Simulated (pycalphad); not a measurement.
## Effect of B content in Ti-Hf-B

CALPHAD calculation (pycalphad, COST 507 light-alloy database (1999)), 1 atm. The data set is of 1999 and partly superseded. Phase fractions are per mole of atoms. Diffusion is slow at the low end, where real alloys seldom reach equilibrium.

| alloy | liquidus (K) | first solid | solidus (K) | phases at 850 K |
|---|---|---|---|---|
| Ti-2.93Hf-0.08B (at.%) | 1933 | bcc | 1887 | hcp 1.00, BM under 0.01 |
| Ti-2.93Hf-0.16B (at.%) | 1931 | bcc | 1845 | hcp 1.00, BM under 0.01 |
| Ti-2.93Hf-0.24B (at.%) | 1930 | bcc | 1819 | hcp 1.00, BM under 0.01 |
| Ti-2.93Hf-0.32B (at.%) | 1928 | bcc | 1819 | hcp 0.99, BM 0.01 |
| Ti-2.93Hf-0.96B (at.%) | 1915 | bcc | 1814 | hcp 0.98, BM 0.02 |
| Ti-2.93Hf-1.28B (at.%) | 1908 | bcc | 1814 | hcp 0.98, BM 0.02 |

Database names, with the compositions (at.%) that they take in these runs: BM: Ti 50 B 50.
